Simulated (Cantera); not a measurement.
Charge: 1 mol Fe₂O₃, 3 mol CH₄, 0.2 mol N₂, equilibrated at 2623 K and 8.80 bar.

Method: chemical equilibrium by Gibbs-energy minimisation in Cantera with the NASA 1993 tables (ideal gas, pure condensed phases). Candidate condensed phases: C, C₆H₆, C₇H₈, C₈H₁₈, Fe, Fe(CO)₅, FeO, Fe(OH)₂, Fe(OH)₃, Fe₂O₃, Fe₃O₄, H₂O; 140 gas species. Kinetics and transport are ignored.

Base state: H₂ 0.637, CO 0.321, N₂ 0.0211, H 0.0113, Fe 0.00784, H₂O 0.000656, HCN 0.000550, HNC 7.37e-5 (mole fractions); condensed: Fe(l).

**Question.** What changes in the equilibrium state with this change: temperature from 2623 K to 2525 K?

**Answer.** 
| species | before | after |
|---|---|---|
| H₂ | 0.637 | 0.643 |
| CO | 0.321 | 0.323 |
| N₂ | 0.0211 | 0.0213 |
| H | 0.0113 | 0.00758 |
| Fe | 0.00784 | 0.00413 |
| CH₄ | 2.22e-5 | 3.29e-5 |
| HNC | 7.37e-5 | 6.66e-5 |
| C₂H₂ (acetylene) | 2.81e-5 | 3.04e-5 |
| CO₂ | 5.07e-5 | 5.34e-5 |
| Fe(l), mol | 1.93 | 1.96 |
